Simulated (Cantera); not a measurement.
Diamond growth

A diamond (100) surface in a fixed gas of H2 with x(CH4) = 0.004, x(H) = 0.0042, x(CH3) = 0.00012, at 1148 K; coverages are run to steady state.

Computed with Cantera and the Harris–Goodwin 1993 mechanism for the reconstructed diamond (100) surface.

```tsv
P (Pa)	growth (µm/h)	θ c6HH	θ c6H*	θ c6*H	θ c6**	θ c6HM
330	0.0373	0.478	0.0327	0.466	0.0227	0.000460
620	0.0973	0.478	0.0327	0.466	0.0227	0.000827
1100	0.243	0.477	0.0327	0.465	0.0226	0.00137
2100	0.693	0.476	0.0326	0.464	0.0226	0.00228
4000	1.90	0.476	0.0326	0.463	0.0226	0.00349
7400	4.67	0.475	0.0325	0.462	0.0225	0.00480
14000	10.9	0.474	0.0325	0.461	0.0225	0.00605
26000	23.2	0.473	0.0326	0.461	0.0225	0.00700
```
θ: site fractions in the mechanism's names (c6HH fully hydrogenated, c6H* and c6*H radical sites, c6** diradical, c6HM methylated).
